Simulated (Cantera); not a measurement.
Charge: 1 mol TEOS, 9.3 mol N2O, 13 mol N2, 14 mol O2, equilibrated at 10.0 Torr.

These are equilibrium values from Cantera (NASA tables, ideal gas, pure condensed phases), not measurements of a reactor. Candidate condensed phases: C, C6H6, C7H8, C8H18, H2O, Si, SiC, SiO2, Si2N2O, Si3N4; 151 gas species. The feed counts by its element totals alone. The tables hold silica as quartz up to 1696 K and as liquid above; real silica turns to tridymite and cristobalite and melts near 1996 K. Kinetics and transport are ignored.

Over these rows the condensed part is SiO2(condensed). Partial pressures as log10 of bar:

```
T (K)  1000/T (1/K)  log p SiO  log p N2  log p H2O  log p CO2  log p O2
-----  ------------  ---------  --------  ---------  ---------  --------
1725         0.5797      -9.54     -2.20      -2.55      -2.64     -2.73
1775         0.5634          ?     -2.20      -2.55      -2.65     -2.73
1825         0.5479      -8.25     -2.20      -2.55      -2.65     -2.73
1875         0.5333      -7.66     -2.20      -2.55      -2.65     -2.73
1925         0.5195      -7.10     -2.20      -2.56      -2.65     -2.73
1975         0.5063      -6.57     -2.20      -2.56      -2.66     -2.73
```

Fit log p(SiO) = a + b·(1000/T) to the five rows, give the apparent enthalpy, and predict the row at 1775 K.

Means: 1000/T = 0.5373, log p = -7.824. Sxy = -0.129691, Sxx = 0.0032040, so b = -40.48 and a = -7.824 − (-40.48)×0.5373 = 13.93.
Apparent enthalpy: −19.145 × (-40.48) = 775 kJ/mol. With the condensed phases at unit activity, SiO2(condensed) = SiO(g) + 1/2 O2(g) links this pressure to the main gases: over the six rows their terms move log p by +0.00 in all, so the slope is close to that reaction's ΔH°. The five rows lie within 0.01 of the line.
Prediction at 1775 K: 13.93 + (-40.48)×0.5634 = -8.88. The computed value is -8.88, 0.00 from the line.
